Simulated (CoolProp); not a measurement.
Vapour-liquid equilibrium of dimethyl ether (1) + n-butane (2) at 274 kPa; x and y are mole fractions of (1).

The numbers come from the multi-fluid Helmholtz-energy mixture model, Wu 2011 and Bücker 2006; pair parameters Bell 2016 in CoolProp.

| x | bubble temperature, mixture model (°C) | bubble temperature, Raoult's law (°C) | y, mixture model | y, Raoult's law |
|---|---|---|---|---|
| 0.05 | 25.0 | 26.6 | 0.148 | 0.113 |
| 0.15 | 18.8 | 22.6 | 0.357 | 0.301 |
| 0.25 | 14.4 | 19.0 | 0.497 | 0.451 |
| 0.35 | 11.1 | 15.7 | 0.597 | 0.572 |
| 0.45 | 8.5 | 12.8 | 0.674 | 0.671 |
| 0.55 | 6.5 | 10.2 | 0.737 | 0.754 |
| 0.65 | 4.8 | 7.8 | 0.793 | 0.824 |
| 0.75 | 3.4 | 5.6 | 0.847 | 0.884 |
| 0.85 | 2.2 | 3.6 | 0.903 | 0.935 |
| 0.95 | 1.2 | 1.7 | 0.965 | 0.980 |

The largest gap from Raoult's law is -4.6 K in bubble temperature, at x = 0.35. No azeotrope shows between x = 0.05 and 0.95.

The pair parameters rest on a limited set of measurements; away from them the model extrapolates.
